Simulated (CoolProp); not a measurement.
Values from CoolProp's reference Helmholtz-energy equation of state, Span 2003. It is a short technical equation, of lower accuracy than the large ones.

Problem. Give the vapour pressure (MPa), vapour density (kg/m³), liquid cp (kJ/(kg K)), liquid viscosity (µPa s) of saturated n-heptane at 357.5, 390.8, 523.7 K.

Solution. 
```json
[
 {"T (K)": "357.5", "p (MPa)": "0.0658", "vapour density (kg/m³)": "2.31", "liquid cp (kJ/(kg K))": "2.49", "liquid viscosity (µPa s)": "222"},
 {"T (K)": "390.8", "p (MPa)": "0.173", "vapour density (kg/m³)": "5.77", "liquid cp (kJ/(kg K))": "2.65", "liquid viscosity (µPa s)": "169"},
 {"T (K)": "523.7", "p (MPa)": "2.17", "vapour density (kg/m³)": "100", "liquid cp (kJ/(kg K))": "4.65", "liquid viscosity (µPa s)": "51.4"}
]
```

Viscosity comes from a separate model (Michailidou 2014).
